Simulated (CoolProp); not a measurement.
Computed with CoolProp (reference Helmholtz-energy equation of state, de Reuck 1990).

**Question.** For fluorine, give the phase and the density (kg/m³), isothermal compressibility (1/MPa), expansivity (1/kK) at 112.9 K and 3270 kPa.

**Answer.** 
- 112.9 K and 3270 kPa: liquid; density 1290, isothermal compressibility 0.00483, expansivity 7.14
